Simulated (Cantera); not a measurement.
Charge: 1 mol Si, 0.13 mol O₂, 860 mol H₂, 3.4 mol CO₂, at 1225 K and 9.00 mbar.

These are equilibrium values from Cantera (NASA tables, ideal gas, pure condensed phases), not measurements of a reactor. Candidate condensed phases: C, C₆H₆, C₇H₈, C₈H₁₈, H₂O, Si, SiC, SiO₂; 123 gas species. The tables hold silica as quartz up to 1696 K and as liquid above; real silica turns to tridymite and cristobalite and melts near 1996 K. The numbers say what is thermodynamically allowed, not how fast it happens.

Task: What is the equilibrium state?

Result: 
| Quantity | Value |
|---|---|
| x(H₂) | 0.994 |
| x(CO) | 0.00393 |
| x(H₂O) | 0.00192 |
| x(CO₂) | 5.17e-6 |
| x(H) | 3.28e-6 |
| n(SiO₂(β-quartz)) | 1.000 mol |
| gas amount | 863.4 mol |
| log10 activity of C(graphite) (absent) | -3.44 |
| log10 activity of Si(s) (absent) | -8.68 |
